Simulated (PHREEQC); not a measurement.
0.71 g of hydrous ferric oxide (600 m²/g; 0.2 weak and 0.005 strong sites per Fe, Dzombak-Morel constants, diffuse double layer) in 1 kg of water with 0.01 mol/kgw of an inert sodium salt, at 25 °C; the pH is set by adding NaOH or the inert anion's acid. Oxygen alone is held at its pressure in air (log pO2 = -0.68). CO2 from the air is kept out. Nothing may precipitate in this run.

Base run: PHREEQC, ion-association model, wateq4f.dat. Each further column changes one thing. The table gives surface charge σ (C/m²).

```tsv
pH	base	background salt from 0.01 to 0.001 mol/kgw	oxide from 0.71 to 3.5 g/kgw	0.0076 mol/kgw BaCl2 added
4	0.218	0.125	0.227	0.276
4.75	0.136	0.066	0.141	0.189
5.12	0.104	0.047	0.107	0.149
5.88	0.055	0.022	0.056	0.086
6.25	0.039	(withheld)	0.040	0.064
7	0.017	0.006	0.017	(withheld)
7.75	0.005	0.002	0.005	0.010
8.12	0.000	0.000	0.000	0.003
8.88	-0.011	-0.004	-0.011	-0.006
9.25	-0.018	-0.006	-0.018	(withheld)
10	-0.041	-0.016	-0.041	-0.008
```

Complete the blanks.


- 6.25, background salt from 0.01 to 0.001 mol/kgw: 0.015
- 7, 0.0076 mol/kgw BaCl2 added: 0.032
- 9.25, 0.0076 mol/kgw BaCl2 added: -0.007
